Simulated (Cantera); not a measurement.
Stirred combustor or abatement burner

A perfectly stirred reactor is fed with 4.67 % CH₄, 1.40 % H₂, 19.7 % O₂, 74.2 % N₂, equivalence ratio 0.51, at 910000 Pa; it is adiabatic with a 400 K inlet, and is followed from long to short residence time, starting on the burning branch (τ in s: 0.067, 0.02, 0.0058, 0.0017, 0.00051, 0.00015, 4.4e-05, 1.3e-05, 3.8e-06).

Cantera simulation using GRI-Mech 3.0 (53 species, 325 reactions); the numbers are that mechanism's predictions, not measurements.

```
τ (s)    T (K)     x CH₄      x H₂    x O₂    x CH₂    x HO₂  x CH₂CO
-------  -----  --------  --------  ------  -------  -------  -------
0.067     1588   1.73e-5   1.28e-5  0.0974  4.51e-9  2.40e-6  2.10e-8
0.020     1585   4.44e-5   3.30e-5  0.0976  1.44e-8  5.90e-6  1.13e-7
0.0058    1576  0.000126   9.64e-5  0.0982  4.33e-8  1.61e-5  6.47e-7
0.0017    1536  0.000514  0.000400   0.101  9.34e-8  5.39e-5  5.56e-6
0.00051    400    0.0467    0.0140   0.197   <1e-12   <1e-12   <1e-12
0.00015    400    0.0467    0.0140   0.197   <1e-12   <1e-12   <1e-12
4.4e-5     400    0.0467    0.0140   0.197   <1e-12   <1e-12   <1e-12
1.3e-5     400    0.0467    0.0140   0.197   <1e-12   <1e-12   <1e-12
3.8e-6     400    0.0467    0.0140   0.197   <1e-12   <1e-12   <1e-12
```
x: mole fraction; the columns are a selection and need not sum to one.
